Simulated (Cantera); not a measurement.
Cantera run:

```python
import numpy as np
import cantera as ct

gas_names = """
    H H2 N NH NH2 NH3 N2 N2H2 N2H4 Si SiH SiH2 SiH3 SiH4 SiN Si2 Si2N Si3
""".split()
cond_names = """
    Si(cr) Si(L) Si3N4(a)
""".split()


# ... load() reads the species with a 1 bar reference pressure and builds the phases ...
atoms = {
    'Si2H6': {'Si': 2, 'H': 6},
    'N2': {'N': 2},
}
top_T = {'Si3N4(a)': 2400}  # K; cautious upper limits of use, not melting points


# ... equilibrate(T, P, feed) seeds the gas with the atoms and calls Mixture.equilibrate('TP', solver="vcs", rtol=1e-11, max_steps=5000) ...
results = []
feed = {'Si2H6': 1, 'N2': 200}  # mol
T = 1098  # K
P = 45000  # Pa
mix = equilibrate(T, P, feed)
results.append((T, P, feed, dict(zip(mix.species_names, mix.species_moles))))
print(gas.report(threshold=0.001))
for i in range(1, mix.n_phases):
    print(f"{mix.phase(i).name:16s} {mix.phase_moles(i):12.5e} mol")
```

It prints:

```
       temperature   1098 K
          pressure   45000 Pa
           density   0.13618 kg/m^3
  mean mol. weight   27.627 kg/kmol
   phase of matter   gas

                          1 kg             1 kmol
                     ---------------   ---------------
          enthalpy         8.932e+05        2.4677e+07  J
   internal energy        5.6275e+05        1.5547e+07  J
           entropy            8600.6        2.3761e+05  J/K
    Gibbs function       -8.5503e+06       -2.3622e+08  J
 heat capacity c_p            1199.4             33135  J/K
 heat capacity c_v            898.41             24821  J/K

                      mass frac. Y      mole frac. X     chem. pot. / RT
                     ---------------   ---------------   ---------------
                H2         0.0010855          0.014876            -22.75
                N2           0.99891           0.98512           -25.922
     [  +16 minor]        1.6066e-07        2.6485e-07

Si(cr)            0.00000e+00 mol
Si3N4(a)          6.66667e-01 mol
```

These are equilibrium values from Cantera (NASA tables, ideal gas, pure condensed phases), not measurements of a reactor. The feed counts by its element totals alone. N2 is the only nitrogen source here; it is nearly inert below about 1500 K, so the nitride shown seldom forms there in practice.
